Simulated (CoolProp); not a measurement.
Vapour-liquid equilibrium of ethane (1) + n-pentane (2) at 0.576 bar; x and y are mole fractions of (1).

Computed with CoolProp (multi-fluid Helmholtz-energy mixture model, Bücker 2006 and Thol 2019; pair parameters Kunz 2012).

```
x      bubble temperature, mixture model (K)  bubble temperature, Raoult's law (K)  y, mixture model  y, Raoult's law
-----  -------------------------------------  ------------------------------------  ----------------  ---------------
0.05                                   242.1                                 242.9             0.918            0.917
0.125                                  214.5                                 217.9             0.989            0.986
0.2                                    202.7                                 206.3             0.996            0.995
0.275                                  195.8                                 199.1             0.998            0.998
0.35                                   191.1                                 194.0             0.999            0.999
0.425                                  187.7                                 190.1             0.999            0.999
0.5                                    185.1                                 187.0             1.000            1.000
0.575                                  182.9                                 184.4             1.000            1.000
0.65                                   181.1                                 182.1             1.000            1.000
0.725                                  179.6                                 180.2             1.000            1.000
0.8                                    178.2                                 178.5             1.000            1.000
0.875                                  176.8                                 176.9             1.000            1.000
0.95                                   175.6                                 175.6             1.000            1.000
```

The largest gap from Raoult's law is -3.6 K in bubble temperature, at x = 0.2. No azeotrope shows between x = 0.05 and 0.95.

Pair parameters are fitted to limited data, so mixtures are less certain than the pure fluids.
